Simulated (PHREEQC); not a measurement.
1 kg of water holding 0.053 mol/kgw K2SO4, 0.36 mol/kgw K2CO3 and 0.042 mol/kgw KCl is evaporated at 15 °C; the solids stay in contact with the brine. The system is closed to CO2. Only these solids could form: Arcanite, Kalicinite, Misenite, Sylvite.

Base run: PHREEQC, Pitzer model, pitzer.dat. Each further column changes one thing. The table gives water activity.

```
H2O removed (mol)   base  temperature from 15 to 5 °C  temperature from 15 to 50 °C
-----------------  -----  ---------------------------  ----------------------------
0                  0.981                        0.982                         0.981
9.886              0.978                        0.978                         0.977
18.01              0.973                        0.973                             ?
24.69              0.967                        0.968                             ?
30.18              0.960                        0.961                         0.957
34.69              0.951                        0.952                             ?
38.4               0.940                        0.943                         0.934
43.95              0.912                        0.916                         0.898
46.01              0.891                        0.897                         0.873
47.7               0.863                        0.870                         0.839
49.09              0.826                        0.836                         0.792
50.23              0.777                        0.791                         0.731
51.17              0.714                        0.733                             ?
51.94              0.634                        0.660                         0.553
```

Problem. Fill in the missing entries.

Solution. 
- 18.01, temperature from 15 to 50 °C: 0.972
- 24.69, temperature from 15 to 50 °C: 0.965
- 34.69, temperature from 15 to 50 °C: 0.947
- 51.17, temperature from 15 to 50 °C: 0.651

 Constants without temperature data keep their 25 °C values here.
